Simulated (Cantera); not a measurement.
A perfectly stirred reactor is fed with 13.6 % CH₄, 18.1 % O₂, 68.3 % N₂, at 0.987 atm; it is adiabatic with a 725 K inlet, and is followed from long to short residence time, starting on the burning branch (τ in s: 0.03, 0.014, 0.0065, 0.003, 0.0014, 0.00064, 0.0003, 0.00014, 6.4e-05).

Detailed kinetics in Cantera: GRI-Mech 3.0 (53 species, 325 reactions).

Q: Predict: blow-out, bracketed by the residence times tried; x(CH₄) at τ = 30.0 ms; x(O₂) at τ = 30.0 ms; x(CH₂) at τ = 30.0 ms; x(CH₂O) at τ = 30.0 ms; x(C₂H) at τ = 30.0 ms; x(CH₄) at τ = 1.40 ms; x(O₂) at τ = 1.40 ms; x(CH₂) at τ = 1.40 ms; x(CH₂O) at τ = 1.40 ms; x(C₂H) at τ = 1.40 ms.

A: 
```json
{
  "blow_out_bracketed_by_the_residence_times_tried": "burning at 0.140 ms, out at 64.0 µs",
  "x(CH₄) at τ = 30.0 ms": "9.36e-5",
  "x(O₂) at τ = 30.0 ms": "0.000132",
  "x(CH₂) at τ = 30.0 ms": "2.07e-6",
  "x(CH₂O) at τ = 30.0 ms": "2.61e-6",
  "x(C₂H) at τ = 30.0 ms": "6.81e-9",
  "x(CH₄) at τ = 1.40 ms": "0.000669",
  "x(O₂) at τ = 1.40 ms": "0.00151",
  "x(CH₂) at τ = 1.40 ms": "2.39e-5",
  "x(CH₂O) at τ = 1.40 ms": "2.91e-5",
  "x(C₂H) at τ = 1.40 ms": "3.82e-7"
}
```
